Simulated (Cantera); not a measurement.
Cantera run, input and output.

```python
import numpy as np
import cantera as ct

gas = ct.Solution("SiF4_NH3_mec.yaml", "gas")
gas.TPX = 1550, 1500, {'NH3': 1, 'H2': 1.2}
reactor = ct.IdealGasConstPressureReactor(gas, energy="off", clone=False)
net = ct.ReactorNet([reactor])
net.rtol, net.atol = 1e-08, 1e-18
show = ['NH3', 'H2', 'N2H4', 'N2H2', 'NH']
times = np.geomspace(9e-06, 200, 11)

steps = ct.SolutionArray(gas, extra=["t"])
rows = []
print(f"{'t/s':>10s}{'T/K':>9s}{'P/Pa':>11s}" + "".join(f"{s:>11s}" for s in show))
for t in times:
    while net.time < t:
        t_next = net.step()
        steps.append(gas.state, t=t_next)
    rows.append([np.interp(t, steps.t, y) for y in (steps.T, steps.P, *steps(*show).X.T)])
    print(f"{t:10.3e}{rows[-1][0]:9.1f}{rows[-1][1]:11.4g}" + "".join(f"{x:11.3e}" for x in rows[-1][2:]))
rate = np.gradient(steps.T, steps.t)
print("integrator steps:", len(steps.t))
if steps.T.max() > steps.T[0] + 200:
    print(f"time of steepest temperature rise: {steps.t[rate.argmax()]:.4e} s")
gas.TPX = 1550, 1500, {'NH3': 1, 'H2': 1.2}
gas.equilibrate("TP")
print(f"equilibrium (TP): T = {gas.T:.1f} K  " + "  ".join(f"{s} {gas[s].X[0]:.3e}" for s in show))
```

Result:

```
       t/s      T/K       P/Pa        NH3         H2       N2H4       N2H2         NH
 9.000e-06   1550.0       1500  4.545e-01  5.455e-01  1.129e-20  2.518e-19  9.283e-18
 4.886e-05   1550.0       1500  4.545e-01  5.455e-01  2.234e-18  5.100e-17  1.208e-15
 2.652e-04   1550.0       1500  4.545e-01  5.455e-01  3.493e-16  8.993e-15  9.958e-14
 1.440e-03   1550.0       1500  4.545e-01  5.455e-01  3.020e-14  1.214e-12  4.159e-12
 7.816e-03   1550.0       1500  4.545e-01  5.455e-01  1.253e-12  9.123e-11  1.310e-10
 4.243e-02   1550.0       1500  4.545e-01  5.455e-01  3.934e-11  3.556e-09  3.893e-09
 2.303e-01   1550.0       1500  4.545e-01  5.455e-01  1.089e-09  1.122e-07  1.062e-07
 1.250e+00   1550.0       1500  4.533e-01  5.462e-01  3.903e-09  4.364e-07  3.785e-07
 6.787e+00   1550.0       1500  4.461e-01  5.509e-01  3.823e-09  4.260e-07  3.769e-07
 3.684e+01   1550.0       1500  4.100e-01  5.746e-01  3.409e-09  3.741e-07  3.667e-07
 2.000e+02   1550.0       1500  2.735e-01  6.642e-01  1.951e-09  2.036e-07  3.173e-07
integrator steps: 485
equilibrium (TP): T = 1550.0 K  NH3 2.426e-07  H2 8.435e-01  N2H4 2.032e-20  N2H2 1.552e-16  NH 3.734e-12
```

Detailed kinetics in Cantera: the gas-phase N/H chemistry of the illustrative SiF4/NH3 mechanism in the Surface Chemkin manual (1991). Walls and surfaces, which speed up NH3 decomposition in real reactors, are not modelled.
